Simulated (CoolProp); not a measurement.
Properties of methanol along the isotherm 5.15 °C.

Model: reference Helmholtz-energy equation of state, de Reuck 1993, in CoolProp.

| p (MPa) | phase | Z | expansivity (1/kK) |
|---|---|---|---|
| 0.822 | liquid | 0.01413 | 1.158 |
| 1.64 | liquid | 0.02817 | 1.152 |
| 2.46 | liquid | 0.04221 | 1.146 |
| 3.29 | liquid | 0.05641 | 1.141 |
| 4.11 | liquid | 0.07040 | 1.135 |
| 4.93 | liquid | 0.08438 | 1.130 |
| 5.75 | liquid | 0.09833 | 1.124 |
| 6.57 | liquid | 0.1123 | 1.119 |
| 7.39 | liquid | 0.1262 | 1.114 |
| 8.22 | liquid | 0.1402 | 1.109 |
| 9.04 | liquid | 0.1541 | 1.104 |
| 9.86 | liquid | 0.1679 | 1.099 |
| 10.7 | liquid | 0.1821 | 1.094 |
| 11.5 | liquid | 0.1955 | 1.090 |
| 12.3 | liquid | 0.2090 | 1.085 |
